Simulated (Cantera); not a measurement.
Premixed flame

A freely propagating, adiabatic, planar premixed flame of 40.5 % H₂, 10.6 % O₂, 44.9 % N₂, 3.93 % H₂O, equivalence ratio 1.9, unburnt at 575 K and 615 Torr; mixture-averaged transport, grid criteria slope 0.08 and curve 0.16, no radiation.

Detailed kinetics in Cantera: the H2/O2 subset of GRI-Mech 3.0, which has no nitrogen chemistry. Burning velocities carry a grid error of a few per cent, more on coarse grids.

| z (mm) | T (K) | u (m/s) | x H₂ | x O₂ | x H₂O | x HO₂ | x O | x H₂O₂ |
|---|---|---|---|---|---|---|---|---|
| -1.69 | 575 | 7.22 | 0.405 | 0.106 | 0.0393 | <1e-8 | <1e-8 | <1e-8 |
| -1.12 | 575 | 7.22 | 0.405 | 0.106 | 0.0393 | <1e-8 | <1e-8 | <1e-8 |
| -0.843 | 575 | 7.22 | 0.405 | 0.106 | 0.0393 | <1e-8 | <1e-8 | <1e-8 |
| -0.562 | 575 | 7.22 | 0.405 | 0.106 | 0.0393 | 6.78e-7 | <1e-8 | <1e-8 |
| -0.281 | 599 | 7.48 | 0.401 | 0.106 | 0.0406 | 0.000241 | 1.22e-5 | 4.52e-6 |
| -0.140 | 811 | 9.92 | 0.370 | 0.100 | 0.0603 | 0.000160 | 0.000272 | 1.02e-5 |
| 0 | 1189 | 14.2 | 0.280 | 0.0666 | 0.134 | 6.30e-5 | 0.00272 | 1.85e-6 |
| 0.140 | 1448 | 17.1 | 0.196 | 0.0194 | 0.225 | 1.68e-5 | 0.00345 | 1.13e-6 |
| 0.281 | 1563 | 18.3 | 0.175 | 0.00435 | 0.255 | 3.59e-6 | 0.00218 | 7.52e-7 |
| 0.562 | 1672 | 19.5 | 0.176 | 0.00115 | 0.263 | 9.23e-7 | 0.00156 | 4.96e-7 |
| 1.12 | 1782 | 20.6 | 0.184 | 0.000726 | 0.267 | 5.67e-7 | 0.00113 | 2.90e-7 |
| 2.25 | 1889 | 21.7 | 0.192 | 0.000429 | 0.270 | 3.40e-7 | 0.000690 | 1.51e-7 |
| 4.49 | 1981 | 22.5 | 0.199 | 0.000214 | 0.274 | 1.83e-7 | 0.000354 | 7.49e-8 |
x: mole fraction of selected species; z is measured from the peak of heat release.

```yaml
laminar_burning_velocity: 722 cm/s
thermal_thickness: 0.562 mm
peak x(HO₂): 0.000265
peak x(O): 0.00378
peak x(H₂O₂): 1.15e-5
grid_points: 125
```
